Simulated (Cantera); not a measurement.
A closed system holds: 1 mol Fe₂O₃, a varied amount of SO₃, 0.58 mol CO₂, 3.8 mol H₂S, at 950 °C and 1.20 bar.

Equilibrium computed with Cantera from the NASA thermochemical tables; the gas is ideal and each condensed phase is pure. Candidate condensed phases: C, C₆H₆, C₇H₈, C₈H₁₈, Fe, Fe(CO)₅, FeO, Fe(OH)₂, Fe(OH)₃, FeS, FeSO₄, FeS₂, Fe₂O₃, Fe₂(SO₄)₃, Fe₃O₄, H₂O, H₂SO₄, S; 127 gas species. Mutual solubility and eutectic melting of coexisting phases are not modelled. FeS: taken at fixed stoichiometry. Gases not in the tables: S₃ to S₇. The numbers say what is thermodynamically allowed, not how fast it happens.

Question: Which condensed phases are stable at each of these points (n(SO₃) (mol)): 0.59, 0.84, 1.1, 1.4, 1.6, 1.9, 2.1, 2.4, 2.6, 2.9, 3.1, 3.4, 3.6?

Answer: 
```
n(SO₃) (mol)   condensed phases  Fe condensed (%)
------------  -----------------  ----------------
0.59                     FeS(s)             100.0
0.84                     FeS(s)             100.0
1.1                      FeS(s)             100.0
1.4                      FeS(s)             100.0
1.6                      FeS(s)             100.0
1.9                      FeS(s)             100.0
2.1                      FeS(s)             100.0
2.4                      FeS(s)             100.0
2.6                      FeS(s)             100.0
2.9                      FeS(s)             100.0
3.1           FeS(s) + Fe₃O₄(s)             100.0
3.4           FeS(s) + Fe₃O₄(s)             100.0
3.6           FeS(s) + Fe₃O₄(s)             100.0
```

From 0.59 mol SO₃ to 2.9 mol SO₃ the condensed part is FeS(s). From 3.1 mol SO₃ to 3.6 mol SO₃ the condensed part is FeS(s) + Fe₃O₄(s).
